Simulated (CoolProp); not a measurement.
A closed Brayton cycle with carbon dioxide: compressor inlet 333.15 K and 8.3 MPa, high pressure 17.4 MPa, turbine inlet 880 K, compressor efficiency 0.85, turbine efficiency 0.93, recuperator effectiveness 0 (on enthalpy, no pinch check). Each further row changes one setting.

Computed with CoolProp (reference Helmholtz-energy equation of state, Span 1996).

```json
[
 {"case": "as stated", "thermal efficiency (%)": "11.4", "net work (kJ/kg)": "69.9", "compressor to turbine work": "0.36", "compressor exit (K)": "398.2", "turbine exit (K)": "784.2"},
 {"case": "turbine inlet 830 K", "thermal efficiency (%)": "11.4", "net work (kJ/kg)": "63.1", "compressor to turbine work": "0.39", "compressor exit (K)": "398.2", "turbine exit (K)": "737.8"},
 {"case": "compressor inlet 343.15 K", "thermal efficiency (%)": "11.1", "net work (kJ/kg)": "65.8", "compressor to turbine work": "0.40", "compressor exit (K)": "411.4", "turbine exit (K)": "784.2"},
 {"case": "high pressure 14.8 MPa", "thermal efficiency (%)": "9.0", "net work (kJ/kg)": "56.5", "compressor to turbine work": "0.35", "compressor exit (K)": "383.5", "turbine exit (K)": "804.7"},
 {"case": "recuperator effectiveness 0.5", "thermal efficiency (%)": "17.9", "net work (kJ/kg)": "69.9", "compressor to turbine work": "0.36", "compressor exit (K)": "398.2", "turbine exit (K)": "784.2"}
]
```
